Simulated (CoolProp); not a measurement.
CHF3 (R23) at several states: density (kg/m³) from the reference equation and from simpler models built on Tc = 26.1 °C, pc = 4832 kPa, ω = 0.263; each cubic takes its own stable root.

Computed with CoolProp (reference Helmholtz-energy equation of state, Penoncello 2003).

```tsv
T (°C)	p (kPa)	phase	reference	van der Waals	Redlich-Kwong	Soave-Redlich-Kwong
-119.65	409	liquid	1583	885.5	1313	1343
-0.35	9190	liquid	1123	695.9	914.8	940.2
-45.85	6680	liquid	1323	775.9	1091	1133
-10.65	4700	liquid	1141	667.0	905.5	946.2
-3.15	476	gas	15.68	15.44	15.57	15.61
40.65	86.6	gas	2.337	2.335	2.336	2.336
```
